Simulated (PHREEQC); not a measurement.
Consider water at 60 °C with 0.071 mol/kgw MgCl2, 0.0046 mol/kgw Na2SO4 and 0.063 mol/kgw MgSO4. Closed to the air; pH follows from the charge balance.

Model: ion-association model, wateq4f.dat, run in PHREEQC.

Q: The ionic strength comes out as 0.278 mol/kgw. What activity coefficients do MgOH+, H+, HSO4-, Mg+2, NaSO4- get?

A: MgOH+ 0.73, H+ 0.77, HSO4- 0.69, Mg+2 0.30, NaSO4- 0.71.

No solid was allowed to form. Complexes and solids missing from the database can't appear. Away from 25 °C the constants follow the database's enthalpies or fits; those with neither stay at their 25 °C values.
